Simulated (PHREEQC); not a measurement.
Acid rinse or clean

Dissolve 0.028 mol/kgw H2SO4, 0.0097 mol/kgw NaCl and 0.0056 mol/kgw MgCl2 at 20 °C. Closed to the air; pH follows from the charge balance.

Model: ion-association model, wateq4f.dat, run in PHREEQC.

- pH = 1.47
- ionic strength = 0.0721 mol/kgw
- total alkalinity = -56.0 meq/kg

| species | molality | activity | log γ |
|---|---|---|---|
| H+ | 0.0401 | 0.0337 | -0.076 |
| Cl- | 0.0209 | 0.0165 | -0.103 |
| HSO4- | 0.0159 | 0.0127 | -0.097 |
| SO4-2 | 0.0103 | 0.00431 | -0.380 |
| Na+ | 0.00950 | 0.00764 | -0.095 |
| Mg+2 | 0.00403 | 0.00179 | -0.352 |
| MgSO4 | 0.00157 | 0.00159 | 0.007 |

No solid was allowed to form. Complexes and solids missing from the database can't appear.
